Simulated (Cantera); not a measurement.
A freely propagating, adiabatic, planar premixed flame of 31.6 % H₂, 14.4 % O₂, 54.0 % N₂, equivalence ratio 1.1, unburnt at 448 K and 5.00 bar; mixture-averaged transport, grid criteria slope 0.08 and curve 0.16, no radiation.

Cantera simulation using the H2/O2 subset of GRI-Mech 3.0, which has no nitrogen chemistry; the numbers are that mechanism's predictions, not measurements. The hydrogen kinetics of GRI-Mech 3.0 are dated; newer H2 mechanisms differ, most at raised pressure. Burning velocities carry a grid error of a few per cent, more on coarse grids.

x: mole fraction of selected species; z is measured from the peak of heat release.

```csv
z (mm),T (K),u (m/s),x H₂,x O₂,x OH,x HO₂,x O,x H
-0.158,448,4.50,0.316,0.144,<1e-8,<1e-8,<1e-8,<1e-8
-0.105,448,4.50,0.316,0.144,<1e-8,<1e-8,<1e-8,<1e-8
-0.0789,448,4.50,0.316,0.144,<1e-8,3.76e-8,<1e-8,<1e-8
-0.0526,449,4.50,0.314,0.144,<1e-8,9.63e-7,…,<1e-8
-0.0263,490,4.81,0.298,0.147,1.49e-5,0.000268,…,5.10e-6
-0.0132,801,7.54,0.250,0.141,0.00107,0.000985,…,0.00186
0,1302,11.9,0.171,0.106,0.00305,0.000415,…,0.0148
0.0132,1654,14.9,0.101,0.0576,0.00778,0.000186,…,0.0292
0.0263,1848,16.6,0.0676,0.0304,0.0121,8.66e-5,…,0.0328
0.0526,2034,18.1,0.0529,0.0161,0.0153,3.79e-5,…,0.0270
0.105,2199,19.4,0.0480,0.0109,0.0150,2.02e-5,…,0.0179
0.211,2333,20.3,0.0430,0.00719,0.0129,1.04e-5,…,0.0109
0.421,2427,21.0,0.0380,0.00440,0.0102,5.05e-6,…,0.00649
```

Task: Some entries are withheld; supply them.

Result: 
- -0.0526, x O: 3.93e-8
- -0.0263, x O: 4.24e-6
- -0.0132, x O: 0.000227
- 0, x O: 0.00252
- 0.0132, x O: 0.00578
- 0.0263, x O: 0.00679
- 0.0526, x O: 0.00602
- 0.105, x O: 0.00398
- 0.211, x O: 0.00224
- 0.421, x O: 0.00117
